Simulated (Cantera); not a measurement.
**Adiabatic ignition**

An adiabatic, constant-pressure homogeneous reactor starts with 2.37 % CH4, 1.99 % CO, 17.9 % O2, 67.3 % N2, 10.4 % CO2, at 1623 K and 1000000 Pa.

Detailed kinetics in Cantera: GRI-Mech 3.0 (53 species, 325 reactions).

```csv
t (s),T (K),x CH4,x CO,x O2,x H2O,x OH
8.00e-6,1623,0.0236,0.0199,0.179,2.62e-5,7.47e-7
2.18e-5,1624,0.0232,0.0199,0.179,0.000332,4.86e-6
5.94e-5,2062,<1e-12,0.0191,0.129,0.0442,0.00453
0.000162,2222,<1e-12,0.00114,0.123,0.0468,0.00192
0.000442,2224,<1e-12,0.000952,0.123,0.0468,0.00185
0.00120,2223,<1e-12,0.000951,0.123,0.0468,0.00184
0.00328,2223,<1e-12,0.000948,0.123,0.0468,0.00184
0.00894,2222,<1e-12,0.000941,0.122,0.0468,0.00183
0.0244,2218,<1e-12,0.000923,0.121,0.0469,0.00180
0.0665,2212,<1e-12,0.000891,0.120,0.0469,0.00175
0.181,2206,<1e-12,0.000862,0.119,0.0469,0.00171
0.494,2205,<1e-12,0.000858,0.118,0.0469,0.00170
1.35,2205,<1e-12,0.000858,0.118,0.0469,0.00170
3.67,2205,<1e-12,0.000858,0.118,0.0469,0.00170
10.0,2205,<1e-12,0.000858,0.118,0.0469,0.00170
```
x: mole fraction; the columns are a selection and need not sum to one.

| Item | Result |
|---|---|
| time of steepest temperature rise | 51.8 µs |
| temperature at 10.0 s | 2205 K |
| equilibrium temperature | 2205 K |
| x(CH4) at 10.0 s | <1e-12 (gas-phase equilibrium <1e-12) |
| x(CO) at 10.0 s | 0.000858 (gas-phase equilibrium 0.000858) |
| x(O2) at 10.0 s | 0.118 (gas-phase equilibrium 0.118) |
